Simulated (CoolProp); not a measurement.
R123 at 298.15 K and 0.943 MPa flows at 1.3 m/s in a round tube of 20 mm bore and 1.5 µm roughness, fully developed (64/Re and Nu = 3.66 if laminar; Colebrook and Gnielinski if turbulent). Each further row changes one setting.

Computed with CoolProp (reference Helmholtz-energy equation of state, Younglove 1994). It is a modified Benedict-Webb-Rubin equation, recast in Helmholtz form.

```json
[
 {"case": "as stated", "Reynolds number": "90300", "Darcy friction factor": "0.0188", "pressure drop (Pa/m)": "1160", "heat-transfer coefficient (W/(m² K))": "1940", "mass flow (kg/h)": "2160"},
 {"case": "velocity 2.6 m/s", "Reynolds number": "181000", "Darcy friction factor": "0.0165", "pressure drop (Pa/m)": "4090", "heat-transfer coefficient (W/(m² K))": "3550", "mass flow (kg/h)": "4310"},
 {"case": "diameter 40 mm", "Reynolds number": "181000", "Darcy friction factor": "0.0162", "pressure drop (Pa/m)": "503", "heat-transfer coefficient (W/(m² K))": "1750", "mass flow (kg/h)": "8620"}
]
```

Viscosity comes from a separate model (Tanaka 1996). Thermal conductivity comes from a separate model (Laesecke 1996).
